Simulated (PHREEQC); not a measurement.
Sulfide liquor (model solution)

Solution (20 °C and 100 atm): 4.2 mmol/kgw Na2S and 14 mmol/kgw NaHCO3. Closed to the air; pH follows from the charge balance.

The numbers come from PHREEQC with the ion-association model, phreeqc.dat.

Precipitation was switched off in this run.

Task: Estimate the pH, specific conductance.

Result: pH 9.70; specific conductance 1820 µS/cm.

Task: In which forms is Na present?

Result: Na+ 97 %, NaCO3- 2.7 % of the Na.

Complexes and solids missing from the database can't appear. Under pressure, the constants of complexes without a molar volume in the database are unreliable.
